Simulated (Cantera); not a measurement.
Cantera run, input and output.

```python
import numpy as np
import cantera as ct

gas = ct.Solution("SiF4_NH3_mec.yaml", "gas")
gas.TPX = 2250, 1333, {'NH3': 1, 'N2': 0.68}
reactor = ct.IdealGasConstPressureReactor(gas, energy="off", clone=False)
net = ct.ReactorNet([reactor])
net.rtol, net.atol = 1e-08, 1e-18
show = ['NH3', 'N', 'NH2', 'N2H4', 'N2', 'H2', 'NH']
times = np.geomspace(8e-05, 100, 11)

steps = ct.SolutionArray(gas, extra=["t"])
rows = []
print(f"{'t/s':>10s}{'T/K':>9s}{'P/Pa':>11s}" + "".join(f"{s:>11s}" for s in show))
for t in times:
    while net.time < t:
        t_next = net.step()
        steps.append(gas.state, t=t_next)
    rows.append([np.interp(t, steps.t, y) for y in (steps.T, steps.P, *steps(*show).X.T)])
    print(f"{t:10.3e}{rows[-1][0]:9.1f}{rows[-1][1]:11.4g}" + "".join(f"{x:11.3e}" for x in rows[-1][2:]))
rate = np.gradient(steps.T, steps.t)
print("integrator steps:", len(steps.t))
if steps.T.max() > steps.T[0] + 200:
    print(f"time of steepest temperature rise: {steps.t[rate.argmax()]:.4e} s")
gas.TPX = 2250, 1333, {'NH3': 1, 'N2': 0.68}
gas.equilibrate("TP")
print(f"equilibrium (TP): T = {gas.T:.1f} K  " + "  ".join(f"{s} {gas[s].X[0]:.3e}" for s in show))
```

Output:

```
       t/s      T/K       P/Pa        NH3          N        NH2       N2H4         N2         H2         NH
 8.000e-05   2250.0       1333  5.950e-01  3.355e-11  1.471e-04  2.142e-11  4.047e-01  7.200e-05  5.920e-08
 3.257e-04   2250.0       1333  5.944e-01  3.070e-09  6.048e-04  3.728e-10  4.046e-01  3.069e-04  1.537e-06
 1.326e-03   2250.0       1333  5.917e-01  7.889e-08  2.314e-03  5.494e-09  4.043e-01  1.632e-03  1.934e-05
 5.397e-03   2250.0       1333  5.744e-01  8.344e-07  4.134e-03  1.757e-08  4.048e-01  1.650e-02  5.535e-05
 2.197e-02   2250.0       1333  5.025e-01  3.475e-06  3.264e-03  1.095e-08  4.092e-01  8.461e-02  7.436e-05
 8.944e-02   2250.0       1333  3.057e-01  6.859e-06  2.039e-03  4.275e-09  4.213e-01  2.703e-01  7.811e-05
 3.641e-01   2250.0       1333  6.330e-02  7.570e-06  6.465e-04  4.293e-10  4.359e-01  4.984e-01  4.647e-05
 1.482e+00   2250.0       1333  1.351e-04  4.595e-06  8.773e-06  7.848e-14  4.378e-01  5.507e-01  4.243e-06
 6.034e+00   2250.0       1333  1.019e-07  2.323e-07  2.687e-08  7.252e-19  4.306e-01  5.252e-01  5.283e-08
 2.456e+01   2250.0       1333  4.609e-08  1.265e-07  1.292e-08  1.714e-19  4.300e-01  5.232e-01  2.704e-08
 1.000e+02   2250.0       1333  4.604e-08  1.263e-07  1.291e-08  1.710e-19  4.300e-01  5.232e-01  2.701e-08
integrator steps: 2129
equilibrium (TP): T = 2250.0 K  NH3 4.604e-08  N 1.263e-07  NH2 1.291e-08  N2H4 1.710e-19  N2 4.300e-01  H2 5.232e-01  NH 2.701e-08
```

Cantera simulation using the gas-phase N/H chemistry of the illustrative SiF4/NH3 mechanism in the Surface Chemkin manual (1991); the numbers are that mechanism's predictions, not measurements. Walls and surfaces, which speed up NH3 decomposition in real reactors, are not modelled.
